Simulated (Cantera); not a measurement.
Input (Python, Cantera):

```python
import numpy as np
import cantera as ct

gas = ct.Solution("gri30.yaml")


def delay(T, t_max=10):
    gas.TPX = T, 1900000, {'CH4': 1, 'CO': 0.13, 'O2': 2.13, 'N2': 8, 'H2O': 1.7}
    reactor = ct.IdealGasReactor(gas, clone=False)
    net = ct.ReactorNet([reactor])
    net.rtol, net.atol = 1e-8, 1e-16
    while net.time < t_max:
        t_old, T_old = net.time, reactor.T
        net.step()
        if reactor.T > T + 400:  # ignition: a rise of 400 K
            return t_old + (T + 400 - T_old) / (reactor.T - T_old) * (net.time - t_old)
    return np.nan


taus = []
for T in [1300, 1350, 1400, 1450, 1500, 1550, 1600, 1650, 1700]:
    taus.append(delay(T))
    print(f"T0 = {T:6g} K   tau = {taus[-1]:.4e} s")
```

It prints:

```
T0 =   1300 K   tau = 8.6525e-04 s
T0 =   1350 K   tau = 5.0918e-04 s
T0 =   1400 K   tau = 3.0841e-04 s
T0 =   1450 K   tau = 1.9090e-04 s
T0 =   1500 K   tau = 1.2011e-04 s
T0 =   1550 K   tau = 7.6565e-05 s
T0 =   1600 K   tau = 4.9386e-05 s
T0 =   1650 K   tau = 3.2251e-05 s
T0 =   1700 K   tau = 2.1360e-05 s
```

Cantera simulation using GRI-Mech 3.0 (53 species, 325 reactions); the numbers are that mechanism's predictions, not measurements. The pressure lies above the range GRI-Mech 3.0 was tuned for (to about 10 atm).
